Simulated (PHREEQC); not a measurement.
A solution holds 15 mmol/kgw Na2HPO4, at 25 °C. Closed to the air; pH follows from the charge balance.

All values are PHREEQC results (ion-association model, phreeqc.dat), not measurements.

Each row changes one thing in this solution. No solid was allowed to form.

```csv
case,pH,ionic strength (mol/kgw)
as made,9.32,0.0442
diluted 5-fold with water,9.21,0.00894
Na2HPO4 replaced by NaBF4 at the same molality,2.91,0.0164
diluted 2-fold with water,9.31,0.0222
diluted 100-fold with water,8.66,0.000445
0.01 mol/kgw HF added,6.67,0.0346
```

Real BF4- forms and hydrolyses slowly; the run takes it at equilibrium.
